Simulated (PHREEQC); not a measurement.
**Copper plating or etch bath: speciation**

Dissolve 0.0072 mol CuCl2, 0.47 mol H2SO4 and 0.12 mol H3BO3 per kg of water at 25 °C. Closed to the air; pH follows from the charge balance.

Model: ion-association model, phreeqc.dat, run in PHREEQC.

```
Quantity                      Value
--------------------  -------------
pH                             0.41
ionic strength        0.573 mol/kgw
activity of water             0.981
specific conductance   144000 µS/cm
density                 1.028 g/cm³
total alkalinity        -940 meq/kg
```

```json
[
 {"species": "H+", "molality": "0.514", "activity": "0.391", "log γ": "-0.119"},
 {"species": "HSO4-", "molality": "0.426", "activity": "0.314", "log γ": "-0.132"},
 {"species": "H3BO3", "molality": "0.120", "activity": "0.137", "log γ": "0.057"},
 {"species": "SO4-2", "molality": "0.0425", "activity": "0.00826", "log γ": "-0.711"},
 {"species": "Cl-", "molality": "0.0143", "activity": "0.00920", "log γ": "-0.193"},
 {"species": "Cu+2", "molality": "0.00528", "activity": "0.00127", "log γ": "-0.620"},
 {"species": "CuSO4", "molality": "0.00187", "activity": "0.00214", "log γ": "0.057"},
 {"species": "CuCl+", "molality": "4.90e-5", "activity": "3.14e-5", "log γ": "-0.194"},
 {"species": "CuCl2", "molality": "1.36e-7", "activity": "1.55e-7", "log γ": "0.057"}
]
```

This is a speciation only: nothing precipitates in the calculation. Species that the database lacks are ignored.
